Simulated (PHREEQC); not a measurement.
## Metal-bearing waste water: speciation

Make-up at 20 °C: 0.35 mol CuSO4, 0.0007 mol ZnCl2, 0.0011 mol HCl and 0.0025 mol NaCl per kg of water. Closed to the air; pH follows from the charge balance.

Model: ion-association model, phreeqc.dat, run in PHREEQC.

This is a speciation only: nothing precipitates in the calculation.

Q: Estimate the pH, activity of water.

A: pH 3.64; activity of water 0.991.

Q: In which forms is Cu present?

A: CuSO4 54 %, Cu+2 46 % of the Cu.

Species that the database lacks are ignored.
